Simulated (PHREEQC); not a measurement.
A solution holds 0.28 mol Pb(NO3)2, 3.4e-05 mol ZnCl2 and 0.0079 mol Na2SO4 per kg of water, at 80 °C. Closed to the air; pH follows from the charge balance.

The numbers come from PHREEQC with the ion-association model, phreeqc.dat.

Question: The ionic strength comes out as 0.538 mol/kgw. What activity coefficients do H+, Pb(SO4)2-2, Cl-, Zn+2, PbCl+ get?

Answer: H+ 0.74, Pb(SO4)2-2 0.25, Cl- 0.62, Zn+2 0.18, PbCl+ 0.71.

This is a speciation only: nothing precipitates in the calculation. The solution is supersaturated, for example in Anglesite, Pb(OH)2, so a real one may precipitate; this is no full list. At this temperature some constants are extrapolated from 25 °C, and those without enthalpy data are left unchanged.
